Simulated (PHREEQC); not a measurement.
Make-up at 20 °C: 3.4 mmol/kgw HF, 7.3 mmol/kgw KF, 0.00029 mmol/kgw H4SiO4 and 32 mmol/kgw H2SO4. Closed to the air; pH follows from the charge balance.

Model: ion-association model, phreeqc.dat, run in PHREEQC.

The ionic strength comes out as 0.0573 mol/kgw. What activity coefficients do K+, HF2-, H+, SO4-2, HSO4- get?

K+ 0.81, HF2- 0.81, H+ 0.85, SO4-2 0.45, HSO4- 0.81.

This is a speciation only: nothing precipitates in the calculation. SiF6-2 is the database's only silicon fluoride.
